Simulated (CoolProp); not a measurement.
Saturation properties of cis-2-butene.

Values from CoolProp's reference Helmholtz-energy equation of state, Lemmon 2005. It is a short technical equation, of lower accuracy than the large ones.

```json
[
 {"T (K)": "290.9", "p (MPa)": "0.1680", "liquid density (kg/m³)": "624.0", "vapour density (kg/m³)": "4.135", "liquid cp (kJ/(kg K))": "2.214"},
 {"T (K)": "293.2", "p (MPa)": "0.1816", "liquid density (kg/m³)": "621.3", "vapour density (kg/m³)": "4.449", "liquid cp (kJ/(kg K))": "2.224"},
 {"T (K)": "295.5", "p (MPa)": "0.1960", "liquid density (kg/m³)": "618.6", "vapour density (kg/m³)": "4.780", "liquid cp (kJ/(kg K))": "2.234"},
 {"T (K)": "297.8", "p (MPa)": "0.2113", "liquid density (kg/m³)": "615.9", "vapour density (kg/m³)": "5.130", "liquid cp (kJ/(kg K))": "2.244"},
 {"T (K)": "300.1", "p (MPa)": "0.2274", "liquid density (kg/m³)": "613.1", "vapour density (kg/m³)": "5.500", "liquid cp (kJ/(kg K))": "2.254"},
 {"T (K)": "302.4", "p (MPa)": "0.2445", "liquid density (kg/m³)": "610.3", "vapour density (kg/m³)": "5.891", "liquid cp (kJ/(kg K))": "2.265"},
 {"T (K)": "304.7", "p (MPa)": "0.2625", "liquid density (kg/m³)": "607.6", "vapour density (kg/m³)": "6.302", "liquid cp (kJ/(kg K))": "2.276"},
 {"T (K)": "307", "p (MPa)": "0.2816", "liquid density (kg/m³)": "604.8", "vapour density (kg/m³)": "6.735", "liquid cp (kJ/(kg K))": "2.287"},
 {"T (K)": "309.3", "p (MPa)": "0.3016", "liquid density (kg/m³)": "601.9", "vapour density (kg/m³)": "7.192", "liquid cp (kJ/(kg K))": "2.298"},
 {"T (K)": "311.6", "p (MPa)": "0.3228", "liquid density (kg/m³)": "599.1", "vapour density (kg/m³)": "7.671", "liquid cp (kJ/(kg K))": "2.310"},
 {"T (K)": "314", "p (MPa)": "0.3460", "liquid density (kg/m³)": "596.1", "vapour density (kg/m³)": "8.199", "liquid cp (kJ/(kg K))": "2.322"},
 {"T (K)": "316.3", "p (MPa)": "0.3694", "liquid density (kg/m³)": "593.2", "vapour density (kg/m³)": "8.730", "liquid cp (kJ/(kg K))": "2.335"},
 {"T (K)": "318.6", "p (MPa)": "0.3940", "liquid density (kg/m³)": "590.3", "vapour density (kg/m³)": "9.288", "liquid cp (kJ/(kg K))": "2.347"},
 {"T (K)": "320.9", "p (MPa)": "0.4198", "liquid density (kg/m³)": "587.3", "vapour density (kg/m³)": "9.874", "liquid cp (kJ/(kg K))": "2.360"}
]
```

It boils at 276.9 K under 1 atm.
